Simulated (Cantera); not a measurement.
Input: 1 mol HgO, 30 mol H2, equilibrated at 1148 K and 1.00 bar.

Cantera equilibrium calculation (NASA polynomials, part measured and part estimated; ideal gas, pure solids and liquids). Candidate condensed phases: H2O, Hg, HgO; 10 gas species. Equilibrium is a limit: real reactors are often held back by kinetics, nucleation or transport.

Task: What is the equilibrium state?

Result: 
| Item | Result |
|---|---|
| x(H2) | 0.935 |
| x(H2O) | 0.0323 |
| x(Hg) | 0.0323 |
| gas amount | 31.00 mol |
| log10 activity of Hg(l) (absent) | -3.65 |
